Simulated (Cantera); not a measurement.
Adiabatic ignition

An adiabatic, constant-volume homogeneous reactor starts with C3H8 : O2 : N2 = 1 : 3.57 : 13.4 (molar parts), at 1600 K and 4050 Torr.

Detailed kinetics in Cantera: GRI-Mech 3.0 (53 species, 325 reactions). GRI-Mech 3.0 was tuned for natural gas; its chemistry of propane as a main component is partial and can be far from experiment. Above 3000 K some thermodynamic fits are extrapolated.

| t (s) | T (K) | P (bar) | x C3H8 | x O2 | x O | x H2O2 | x CH4 | x CO2 | x C2H6 |
|---|---|---|---|---|---|---|---|---|---|
| 3.00e-6 | 1588 | 5.41 | 0.0472 | 0.194 | 4.96e-6 | 2.16e-5 | 0.000723 | 3.85e-5 | 0.00119 |
| 8.23e-6 | 1661 | 5.85 | 0.0214 | 0.172 | 3.45e-5 | 7.71e-5 | 0.00457 | 0.000364 | 0.00369 |
| 2.26e-5 | 3190 | 12.6 | <1e-12 | 0.00415 | 0.00383 | 6.61e-7 | 4.49e-12 | 0.0376 | <1e-12 |
| 6.20e-5 | 3178 | 12.5 | <1e-12 | 0.00364 | 0.00345 | 6.05e-7 | 4.97e-12 | 0.0369 | <1e-12 |
| 0.000170 | 3175 | 12.5 | <1e-12 | 0.00355 | 0.00338 | 5.94e-7 | 5.07e-12 | 0.0368 | <1e-12 |
| 0.000468 | 3175 | 12.5 | <1e-12 | 0.00354 | 0.00338 | 5.94e-7 | 5.07e-12 | 0.0368 | <1e-12 |
| 0.00128 | 3175 | 12.5 | <1e-12 | 0.00354 | 0.00338 | 5.94e-7 | 5.07e-12 | 0.0368 | <1e-12 |
| 0.00352 | 3175 | 12.5 | <1e-12 | 0.00354 | 0.00338 | 5.94e-7 | 5.07e-12 | 0.0368 | <1e-12 |
| 0.00967 | 3175 | 12.5 | <1e-12 | 0.00354 | 0.00338 | 5.94e-7 | 5.07e-12 | 0.0368 | <1e-12 |
| 0.0265 | 3175 | 12.5 | <1e-12 | 0.00354 | 0.00338 | 5.94e-7 | 5.07e-12 | 0.0368 | <1e-12 |
| 0.0729 | 3175 | 12.5 | <1e-12 | 0.00354 | 0.00338 | 5.94e-7 | 5.07e-12 | 0.0368 | <1e-12 |
| 0.200 | 3175 | 12.5 | <1e-12 | 0.00354 | 0.00338 | 5.94e-7 | 5.07e-12 | 0.0368 | <1e-12 |
x: mole fraction; the columns are a selection and need not sum to one.

* **time of steepest temperature rise**: 10.8 µs
* **temperature at 0.200 s**: 3175 K
* **equilibrium temperature**: 3175 K
* **x(C3H8) at 0.200 s**: <1e-12 (gas-phase equilibrium <1e-12)
* **x(O2) at 0.200 s**: 0.00354 (gas-phase equilibrium 0.00354)
* **x(O) at 0.200 s**: 0.00338 (gas-phase equilibrium 0.00338)
